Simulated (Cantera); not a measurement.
Charge: 1 mol SiH₂Cl₂, 48 mol NH₃, 4.2 mol N₂, at 900 K and 133 Pa.

Method: chemical equilibrium by Gibbs-energy minimisation in Cantera with the NASA 1993 tables (ideal gas, pure condensed phases). Candidate condensed phases: NH₄Cl, Si, Si₃N₄; 28 gas species. Equilibrium is a limit: real reactors are often held back by kinetics, nucleation or transport.

Base state: H₂ 0.709, N₂ 0.271, HCl 0.0197 (mole fractions); condensed: Si₃N₄(s).

Task: What changes in the equilibrium state with this change: NH₃ from 48 to 0.68 mol?

Result: 
```json
[
 {"species": "N₂", "before": "0.271", "after": "0.571"},
 {"species": "HCl", "before": "0.0197", "after": "0.250"},
 {"species": "H₂", "before": "0.709", "after": "0.169"},
 {"species": "SiCl₄", "before": "3.71e-8", "after": "0.0103"},
 {"species": "SiHCl₃", "before": "3.80e-9", "after": "1.98e-5"},
 {"species": "Si₃N₄(s), mol", "before": "0.333", "after": "0.310"}
]
```

Task: What changes in the equilibrium state with this change: temperature from 900 K to 1775 K?

Result: 
| species | before | after |
|---|---|---|
| H₂ | 0.709 | 0.699 |
| N₂ | 0.271 | 0.274 |
| HCl | 0.0197 | 0.0167 |
| H | 2.70e-9 | 0.00663 |
| Si | <1e-9 | 0.00165 |
| SiCl₂ | <1e-9 | 0.00127 |
| Cl | <1e-9 | 0.000121 |
| SiCl | <1e-9 | 0.000121 |
| SiH | <1e-9 | 6.17e-5 |
| Si₂N | <1e-9 | 2.49e-5 |
| Si₃N₄(s), mol | 0.333 | 0 |
| Si(l), mol | 0 | 0.670 |
The tables' values for SiCl, SiN are old estimates; treat these amounts as uncertain. Gases not in the tables: Si₂H₆ and higher silanes.

Task: What changes in the equilibrium state with this change: SiH₂Cl₂ replaced by Si₂Cl₆?

Result: 
```csv
species,before,after
H₂,0.709,0.677
N₂,0.271,0.264
HCl,0.0197,0.0589
"Si₃N₄(s), mol",0.333,0.667
```
The feed counts by its element totals alone.
